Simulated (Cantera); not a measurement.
Charge: 1 mol CuO, 1.9 mol CO, 0.26 mol H₂, equilibrated at 7.60 mbar.

Cantera equilibrium calculation (NASA polynomials, part measured and part estimated; ideal gas, pure solids and liquids). Candidate condensed phases: C, C₆H₆, C₇H₈, C₈H₁₈, Cu, CuO, Cu(OH)₂, Cu₂O, H₂O; 113 gas species. Kinetics and transport are ignored.

**Question.** Which condensed phases are stable at each of these points (T (K)): 898, 1098, 1298, 1498, 1698, 1898, 2098?

**Answer.** 
```
T (K)  condensed phases  Cu condensed (%)
-----  ----------------  ----------------
898               Cu(s)             100.0
1098              Cu(s)             100.0
1298              Cu(s)             100.0
1498              Cu(l)              99.8
1698              Cu(l)              95.5
1898              Cu(l)              42.8
2098           gas only               0.0
```

From 898 K to 1298 K the condensed part is Cu(s). From 1498 K to 1898 K the condensed part is Cu(l). At 2098 K nothing is condensed.
